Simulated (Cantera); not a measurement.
Charge: 1 mol SiHCl₃, 4 mol H₂, at 900 K and 0.0540 bar.

Cantera equilibrium calculation (NASA polynomials, part measured and part estimated; ideal gas, pure solids and liquids). Candidate condensed phases: Si; 19 gas species. The tables' values for SiCl₃ are old estimates; treat these amounts as uncertain. The numbers say what is thermodynamically allowed, not how fast it happens.

Base state: H₂ 0.841, SiCl₄ 0.118, SiHCl₃ 0.0302, HCl 0.00932, SiH₂Cl₂ 0.000734, SiCl₃ 0.000589, SiCl₂ 0.000140 (mole fractions); condensed: Si(s).

Question: What changes in the equilibrium state with this change: temperature from 900 K to 1500 K?

Answer: 
| species | before | after |
|---|---|---|
| H₂ | 0.841 | 0.677 |
| HCl | 0.00932 | 0.167 |
| SiCl₂ | 0.000140 | 0.132 |
| SiCl₃ | 0.000589 | 0.0155 |
| SiCl₄ | 0.118 | 0.00577 |
| SiHCl₃ | 0.0302 | 0.00243 |
| H | <1e-9 | 6.23e-5 |
| Cl | <1e-9 | 1.24e-5 |
| Si(s), mol | 0.220 | 0.0796 |
